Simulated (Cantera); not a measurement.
Cantera run:

```python
import numpy as np
import cantera as ct

gas_names = """
    CL CLO CL2 H HCL HOCL HO2 H2 H2O H2O2 O OH O2 O3 Si SiCL SiCL2 SiCL3 SiCL4 SiH SiHCL3 SiH2 SiH2CL2
    SiH3 SiH3CL SiH4 SiO SiO2 Si2 Si3
""".split()
cond_names = """
    H2O(s) H2O(L) Si(cr) Si(L) SiO2(Lqz) SiO2(hqz) SiO2(L)
""".split()


# ... load() reads the species with a 1 bar reference pressure and builds the phases ...
atoms = {
    'SiO2': {'Si': 1, 'O': 2},
    'HCl': {'H': 1, 'CL': 1},
    'H2': {'H': 2},
}
top_T = {}  # K; cautious upper limits of use, not melting points


# ... equilibrate(T, P, feed) seeds the gas with the atoms and calls Mixture.equilibrate('TP', solver="vcs", rtol=1e-11, max_steps=5000) ...
results = []
feed = {'SiO2': 1, 'HCl': 1, 'H2': 5.8}  # mol
P = 5400  # Pa
for T in [748, 848, 948, 1048, 1148, 1248, 1348, 1448, 1548, 1648, 1748]:
    mix = equilibrate(T, P, feed)
    results.append((T, P, feed, dict(zip(mix.species_names, mix.species_moles))))

top = {s: max(r[3][s] / sum(r[3][g] for g in gas_names) for r in results) for s in gas_names}
cols = sorted((s for s in top if top[s] > 0.0001), key=lambda s: -top[s])[:8]
seen = [c for c in cond_names if any(r[3].get(c, 0) > 1e-12 for r in results)]
print("log10 of partial pressures in bar; condensed amounts in mol")
print(f"{'T/K':>10s}" + "".join(f"{s[:9]:>10s}" for s in cols + seen))
for T, P, feed, n in results:
    ng = sum(n[g] for g in gas_names)
    print(f"{T:10.4g}" + "".join(f"{np.log10(max(n[s] / ng * P / 1e5, 1e-99)):10.3f}" for s in cols)
          + "".join(f"{n.get(c, 0):10.4g}" for c in seen))
```

It prints:

```
log10 of partial pressures in bar; condensed amounts in mol
       T/K        H2       HCL       H2O       SiO         H        CL SiO2(Lqz) SiO2(hqz)   SiO2(L)
       748    -1.337    -2.100    -7.241   -22.169   -13.209   -13.941         1         0         0
       848    -1.337    -2.100    -6.883   -17.934   -11.389   -12.150         0         1         0
       948    -1.337    -2.100    -6.602   -14.612    -9.949   -10.733         0         1         0
      1048    -1.337    -2.100    -6.373   -11.939    -8.780    -9.583         0         1         0
      1148    -1.337    -2.100    -6.173    -9.751    -7.813    -8.632         0         1         0
      1248    -1.337    -2.100    -5.964    -7.964    -6.999    -7.830         0    0.9999         0
      1348    -1.337    -2.100    -5.672    -6.562    -6.304    -7.147         0    0.9998         0
      1448    -1.337    -2.100    -5.259    -5.521    -5.704    -6.556         0    0.9995         0
      1548    -1.337    -2.100    -4.737    -4.783    -5.180    -6.041         0    0.9978         0
      1648    -1.338    -2.101    -4.205    -4.212    -4.719    -5.588         0    0.9922         0
      1748    -1.340    -2.102    -3.726    -3.728    -4.311    -5.186         0         0    0.9763
```

These are equilibrium values from Cantera (NASA tables, ideal gas, pure condensed phases), not measurements of a reactor. The tables hold silica as quartz up to 1696 K and as liquid above; real silica turns to tridymite and cristobalite and melts near 1996 K.
